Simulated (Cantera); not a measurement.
Charge: 1 mol CF4, 0.39 mol HCl, 0.3 mol H2, equilibrated at 2225 K and 1100 Pa.

Cantera equilibrium calculation (NASA polynomials, part measured and part estimated; ideal gas, pure solids and liquids). Candidate condensed phases: C, C6H6, C7H8, C8H18; 118 gas species. Gases not in the tables: C2F6 and larger saturated fluorocarbons. Rates play no part.

Base state: HF 0.366, CF2 0.207, Cl 0.144, F 0.139, CF4 0.134, CF3 0.00779, CF 0.00174, HCl 0.000489 (mole fractions); condensed: C(graphite).

Question: What changes in the equilibrium state with this change: pressure from 1100 Pa to 1.00 Pa?

Answer: 
| species | before | after |
|---|---|---|
| F | 0.139 | 0.671 |
| HF | 0.366 | 0.225 |
| Cl | 0.144 | 0.0890 |
| CF2 | 0.207 | 0.00442 |
| CF4 | 0.134 | 5.57e-8 |
| CClF3 | 8.45e-5 | <1e-9 |
| CF3 | 0.00779 | 7.33e-7 |
| Cl2 | 8.85e-5 | 3.09e-8 |
| C(graphite), mol | 0.0527 | 0.937 |
